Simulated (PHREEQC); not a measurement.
A column of 1 m (30 cells, dispersivity 0.05 m, 720 s a shift, diffusion coefficient 3e-10 m²/s) holds 0.0056 eq of the database's cation exchanger X per kg of pore water, first in equilibrium with 0.0016 mol SrCl2 and 1e-05 mol HCl per kg of water. It is flushed with 0.0028 mol/kgw BaCl2, 0.00083 mol/kgw MnCl2 and 1e-05 mol/kgw HCl, at 25 °C. Values are for the last cell. CO2 from the air is kept out. No solid was allowed to form.

Base run: PHREEQC, ion-association model, phreeqc.dat. Each further column changes one thing. The table gives Ba in solution (mol/kgw).

```tsv
pore volumes	base	exchange capacity from 0.0056 to 0.0028 eq/kgw	dispersivity from 0.05 to 0.1 m
0	0	0	0
0.6833	3.91e-7	1.30e-5	1.35e-5
1.35	0.000534	0.00136	0.000780
2.017	0.00181	0.00249	0.00182
2.683	0.00249	0.00275	0.00238
3.35	0.00272	0.00279	0.00263
4.017	0.00278	0.00280	0.00273
```
